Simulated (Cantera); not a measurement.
Feed: 1 mol CHF3, 0.19 mol HCl, equilibrated at 43.0 mbar.

These are equilibrium values from Cantera (NASA tables, ideal gas, pure condensed phases), not measurements of a reactor. Candidate condensed phases: C, C6H6, C7H8, C8H18; 118 gas species. The tables' values for CCl are old estimates; treat these amounts as uncertain. Equilibrium is a limit: real reactors are often held back by kinetics, nucleation or transport.

Question: At 3398 K, list the 4 most abundant gas species with their mole fractions, and the condensed phases.

Answer: F 0.466, HF 0.291, CF 0.0625, C3 0.0540. Condensed: gas only.
